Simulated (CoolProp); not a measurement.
Vapour-liquid equilibrium of CH2F2 (R32) (1) + propylene (2) at 304.2 K; x and y are mole fractions of (1).

Model: multi-fluid Helmholtz-energy mixture model, Tillner-Roth 1997 and Lemmon 2013; pair parameters Bell 2016, in CoolProp.

```
x      bubble pressure (bar)  y at the bubble point  dew pressure at overall composition x (bar)  liquid density (mol/L)
-----  ---------------------  ---------------------  -------------------------------------------  ----------------------
0.05                   15.00                  0.124                                        14.00                   11.88
0.125                  17.01                    [?]                                        15.02                   12.05
0.2                      [?]                  0.347                                        16.14                   12.23
0.275                  19.87                  0.418                                        17.37                   12.44
0.35                   20.86                  0.476                                        18.67                   12.69
0.425                  21.61                  0.527                                        20.00                     [?]
0.5                    22.16                  0.573                                        21.22                   13.33
0.575                  22.52                  0.618                                        22.17                   13.75
0.65                   22.71                  0.663                                          [?]                   14.25
0.725                  22.69                  0.710                                        22.65                   14.85
0.8                    22.44                  0.765                                        22.17                   15.55
0.875                  21.87                  0.831                                        21.39                   16.36
0.95                   20.85                  0.920                                        20.46                   17.29
```

Some entries are withheld; supply them.


- 0.125, y at the bubble point: 0.254
- 0.2, bubble pressure (bar): 18.61
- 0.425, liquid density (mol/L): 12.98
- 0.65, dew pressure at overall composition x (bar): 22.67

y crosses x between x = 0.65 and 0.725: the model has an azeotrope there.

The pair parameters rest on a limited set of measurements; away from them the model extrapolates.
